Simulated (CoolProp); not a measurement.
trans-2-butene along the isotherm 123.05 °C: density (kg/m³) from the reference equation and from simpler models built on Tc = 155.5 °C, pc = 4019 kPa, ω = 0.210; each cubic takes its own stable root.

The numbers come from the reference Helmholtz-energy equation of state, Lemmon 2005 in CoolProp. It is a short technical equation, of lower accuracy than the large ones.

| p (kPa) | phase | reference |
|---|---|---|
| 3350 | liquid | 453.3 |
| 6700 | liquid | 477.1 |
| 10000 | liquid | 493.1 |
| 13400 | liquid | 506.0 |
| 16700 | liquid | 516.3 |
| 20100 | liquid | 525.5 |
| 23400 | liquid | 533.4 |
| 26800 | liquid | 540.7 |
| 30100 | liquid | 547.1 |
| 33500 | liquid | 553.2 |
| 36800 | liquid | 558.7 |
| 40200 | liquid | 563.9 |

**Question.** How far does each simpler model (van der Waals, Redlich-Kwong, Soave-Redlich-Kwong, Peng-Robinson) lie from the reference over these 12 states: mean and median of the absolute difference, and the worst?

**Answer.** 
- van der Waals: mean 31.7 %, median 30.5 %, worst -39.2 % at 123.05 °C and 3350 kPa
- Redlich-Kwong: mean 9.7 %, median 8.4 %, worst -18.9 % at 123.05 °C and 3350 kPa
- Soave-Redlich-Kwong: mean 8.6 %, median 7.6 %, worst -15.7 % at 123.05 °C and 3350 kPa
- Peng-Robinson: mean 3.4 %, median 3.8 %, worst +5.1 % at 123.05 °C and 40200 kPa
